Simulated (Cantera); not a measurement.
Feed: 1 mol TiO2, 3.5 mol CH4, 0.13 mol CO, held at 2225 K and 0.0133 bar.

Equilibrium computed with Cantera from the NASA thermochemical tables; the gas is ideal and each condensed phase is pure. Candidate condensed phases: C, C6H6, C7H8, C8H18, H2O, Ti, TiC, TiO, TiO2, Ti2O3, Ti3O5, Ti4O7; 113 gas species. TiC: taken at fixed stoichiometry. Rates play no part.

Base state: H2 0.722, CO 0.228, H 0.0477, C2H2 (acetylene) 0.00212 (mole fractions); condensed: C(graphite) + TiC(s).

Task: What changes in the equilibrium state with this change: pressure from 0.0133 bar to 0.00150 bar?

Result: 
```json
[
 {"species": "H2", "before": "0.722", "after": "0.646"},
 {"species": "CO", "before": "0.228", "after": "0.218"},
 {"species": "H", "before": "0.0477", "after": "0.134"},
 {"species": "Ti", "before": "2.85e-6", "after": "2.53e-5"},
 {"species": "C2H", "before": "5.19e-6", "after": "1.46e-5"},
 {"species": "C2H2 (acetylene)", "before": "0.00212", "after": "0.00189"},
 {"species": "C(graphite), mol", "before": "0.460", "after": "0.463"},
 {"species": "TiC(s), mol", "before": "1.000", "after": "1.000"}
]
```

Task: What changes in the equilibrium state with this change: TiO2 replaced by SiO2?

Result: 
```
species           before     after
----------------  ------  --------
H2                 0.722     0.719
CO                 0.228     0.223
H                 0.0477    0.0476
Si                     0   0.00407
SiO                    0   0.00332
SiC2                   0  0.000429
Si2C                   0  0.000260
C(graphite), mol   0.460     0.561
TiC(s), mol        1.000         0
SiC(s), mol            0     0.920
```
Gases not in the tables: Si2H6 and higher silanes. Further candidate phases: Si, SiC, SiO2.
